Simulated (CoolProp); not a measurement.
Ethylene along the isotherm 289.7 K: Z from the reference equation and from simpler models built on Tc = 282.4 K, pc = 5.042 MPa, ω = 0.087; each cubic takes its own stable root.

Values from CoolProp's reference Helmholtz-energy equation of state, Smukala 2000.

```
p (MPa)          phase  reference
-------  -------------  ---------
2.8                gas     0.8002
5.6      supercritical     0.4215
8.4      supercritical     0.2882
11.2     supercritical     0.3522
14       supercritical     0.4187
16.8     supercritical     0.4849
19.6     supercritical     0.5501
22.4     supercritical     0.6144
25.2     supercritical     0.6778
```

Task: How far does each simpler model (Redlich-Kwong, Soave-Redlich-Kwong) lie from the reference over these 9 states: mean and median of the absolute difference, and the worst?

Result: 
- Redlich-Kwong: mean 6.1 %, median 5.8 %, worst +13.5 % at 289.7 K and 8.4 MPa
- Soave-Redlich-Kwong: mean 6.7 %, median 6.0 %, worst +14.3 % at 289.7 K and 8.4 MPa
